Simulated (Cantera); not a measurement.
Feed: 1 mol Mg(OH)2, 0.6 mol H2O, a varied amount of CO2, at 1450 K and 5100 Torr.

Method: chemical equilibrium by Gibbs-energy minimisation in Cantera with the NASA 1993 tables (ideal gas, pure condensed phases). Candidate condensed phases: C, C6H6, C7H8, C8H18, H2O, Mg, MgCO3, MgO, Mg(OH)2; 116 gas species. Equilibrium is a limit: real reactors are often held back by kinetics, nucleation or transport.

At 2 mol CO2, list the 5 most abundant gas species with their mole fractions, and the condensed phases.

CO2 0.555, H2O 0.444, CO 7.11e-5, O2 4.55e-5, H2 2.39e-5. Condensed: MgO(s).
